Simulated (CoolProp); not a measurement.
Computed with CoolProp (reference Helmholtz-energy equation of state, Zhou 2016).

Task: For R245ca, give the phase and the density (kg/m³), speed of sound (m/s) at 311.7 K and 0.278 MPa.

Result: 
- 311.7 K and 0.278 MPa: liquid; density 1350, speed of sound 682
